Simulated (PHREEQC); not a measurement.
Solution (18 °C): 0.0023 mol HCl, 0.0043 mol ZnSO4 and 0.0026 mol KCl per kg of water. Closed to the air; pH follows from the charge balance.

Model: ion-association model, phreeqc.dat, run in PHREEQC.

```
Property                       Value
--------------------  --------------
pH                              2.75
ionic strength        0.0179 mol/kgw
specific conductance      1590 µS/cm
total alkalinity        -2.30 meq/kg
```

```csv
species,molality,activity,log γ
Cl-,0.00488,0.00427,-0.058
Zn+2,0.00342,0.00205,-0.222
SO4-2,0.00308,0.00184,-0.222
K+,0.00257,0.00225,-0.058
H+,0.00199,0.00178,-0.048
ZnSO4,0.000837,0.000840,0.002
HSO4-,0.000313,0.000275,-0.057
KSO4-,2.92e-5,2.57e-5,-0.055
Zn(SO4)2-2,2.25e-5,1.33e-5,-0.227
ZnCl+,1.96e-5,1.72e-5,-0.057
ZnCl2,7.45e-8,7.48e-8,0.002
```

Precipitation was switched off in this run.
